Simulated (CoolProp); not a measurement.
Saturation properties of tetrahydrofuran (Tc = 540.2 K, pc = 53.04 bar, ω = 0.234).

Computed with CoolProp (reference Helmholtz-energy equation of state, Fiedler 2023).

| T (K) | p (bar) | liquid density (kg/m³) | vapour density (kg/m³) | enthalpy of vaporisation (kJ/kg) | liquid cp (kJ/(kg K)) |
|---|---|---|---|---|---|
| 378.4 | 3.116 | 788.4 | 7.633 | 385.2 | 2.057 |
| 391.6 | 4.290 | 771.5 | 10.34 | 373.7 | 2.119 |
| 404.9 | 5.784 | 753.9 | 13.78 | 361.4 | 2.186 |
| 418.1 | 7.624 | 735.7 | 18.04 | 348.2 | 2.255 |
| 431.3 | 9.868 | 716.7 | 23.32 | 334.1 | 2.330 |
| 444.6 | 12.59 | 696.3 | 29.89 | 318.6 | 2.414 |
| 457.8 | 15.81 | 674.7 | 37.97 | 301.7 | 2.510 |
| 471 | 19.61 | 651.3 | 48.07 | 282.7 | 2.626 |
| 484.3 | 24.10 | 625.1 | 61.00 | 261.0 | 2.777 |
| 497.5 | 29.30 | 595.3 | 77.82 | 235.7 | 2.997 |
| 510.7 | 35.34 | 559.3 | 101.1 | 204.4 | 3.382 |
| 524 | 42.47 | 510.2 | 137.8 | 161.2 | 4.378 |

It boils at 339.1 K under 1 atm.
